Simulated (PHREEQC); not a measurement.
**Nickel, zinc or cadmium bath (model solution)**

Consider water at 55 °C with 0.023 mol Ni(NO3)2, 0.0028 mol H3BO3 and 0.002 mol H2SO4 per kg of water. Closed to the air; pH follows from the charge balance.

The numbers come from PHREEQC with the ion-association model, wateq4f.dat.

Each row changes one thing in this solution. Precipitation was switched off in this run.

| case | pH | ionic strength (mol/kgw) | Ni+2 (mol/kgw) | SO4-2 (mol/kgw) | NiSO4 (mol/kgw) | HSO4- (mol/kgw) | SI of Morenosite (NiSO4:7H2O) |
|---|---|---|---|---|---|---|---|
| as made | 2.51 | 0.0713 | 0.0222 | 0.000933 | 0.000777 | 0.000290 | -3.34 |
| H3BO3 left out | 2.51 | 0.0713 | 0.0222 | 0.000933 | 0.000777 | 0.000290 | -3.34 |
| Ni(NO3)2 from 0.023 to 0.0046 mol/kgw | 2.50 | 0.0173 | 0.00421 | 0.00113 | 0.000393 | 0.000476 | -3.63 |
| temperature from 55 to 75 °C | 2.53 | 0.0712 | 0.0223 | 0.000840 | ? | 0.000420 | ? |
| H3BO3 from 0.0028 to 0.00308 mol/kgw | 2.51 | 0.0713 | 0.0222 | 0.000933 | 0.000777 | 0.000290 | -3.34 |

**Question.** Fill in the missing entries.

**Answer.** 
- temperature from 55 to 75 °C, NiSO4 (mol/kgw): 0.000740
- temperature from 55 to 75 °C, SI of Morenosite (NiSO4:7H2O): -3.53

Species that the database lacks are ignored. At this temperature some constants are extrapolated from 25 °C, and those without enthalpy data are left unchanged.
